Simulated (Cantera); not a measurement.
**Gas-phase reforming**

An isothermal, constant-pressure homogeneous reactor starts with CH₄ : H₂O = 1 : 1.4 (molar parts), at 1675 K and 23.7 atm.

Computed with Cantera and GRI-Mech 3.0 (53 species, 325 reactions). The pressure lies above the range GRI-Mech 3.0 was tuned for (to about 10 atm).

| t (s) | x CH₄ | x H₂O | x CH₂CO | x C₂H₄ | x H₂ | x O₂ | x CO₂ |
|---|---|---|---|---|---|---|---|
| 0.000100 | 0.401 | 0.581 | 1.47e-7 | 0.00321 | 0.0110 | 2.59e-11 | 1.41e-7 |
| 0.000335 | 0.364 | 0.568 | 6.01e-6 | 0.0116 | 0.0470 | 7.59e-11 | 5.68e-6 |
| 0.00112 | 0.285 | 0.533 | 2.98e-5 | 0.0139 | 0.133 | 3.59e-11 | 7.53e-5 |
| 0.00376 | 0.188 | 0.488 | 4.49e-5 | 0.0211 | 0.238 | 1.50e-11 | 0.000730 |
| 0.0126 | 0.150 | 0.445 | 4.06e-5 | 0.0244 | 0.299 | 1.06e-11 | 0.00501 |
| 0.0422 | 0.152 | 0.380 | 2.24e-5 | 0.0185 | 0.350 | 6.77e-12 | 0.0144 |
| 0.141 | 0.136 | 0.291 | 8.45e-6 | 0.00982 | 0.432 | 3.32e-12 | 0.0193 |
| 0.474 | 0.0964 | 0.205 | 2.92e-6 | 0.00330 | 0.527 | 1.34e-12 | 0.0172 |
| 1.59 | 0.0493 | 0.140 | 1.10e-6 | 0.000644 | 0.611 | <1e-12 | 0.0128 |
| 5.32 | 0.0146 | 0.0989 | 3.03e-7 | 4.73e-5 | 0.667 | <1e-12 | 0.00939 |
| 17.8 | 0.00116 | 0.0842 | 2.39e-8 | 2.83e-7 | 0.688 | <1e-12 | 0.00808 |
| 59.7 | 0.000309 | 0.0833 | 6.40e-9 | 2.00e-8 | 0.689 | <1e-12 | 0.00799 |
| 200 | 0.000309 | 0.0833 | 6.40e-9 | 2.00e-8 | 0.689 | <1e-12 | 0.00799 |
x: mole fraction; the columns are a selection and need not sum to one.

Equilibrium at this temperature and pressure: CH₄ 0.000325, H₂O 0.0833, CH₂CO 6.83e-9, C₂H₄ 2.22e-8, H₂ 0.689, O₂ <1e-12, CO₂ 0.00799 (gas phase only).
